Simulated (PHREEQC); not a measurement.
Consider water at 25 °C with 2.9 mmol/kgw H2SO4, 0.83 mmol/kgw Al2(SO4)3 and 6.9 mmol/kgw Na2SO4. Closed to the air; pH follows from the charge balance.

The numbers come from PHREEQC with the ion-association model, phreeqc.dat.

No solid was allowed to form.

Question: Order these Al species by the share of Al that they hold, largest first: Al+3, Al(SO4)2-, AlSO4+.

Answer: AlSO4+ (75 %), Al+3 (14 %), Al(SO4)2- (11 %)

The pH is 2.46 and the ionic strength 0.0287 mol/kgw.
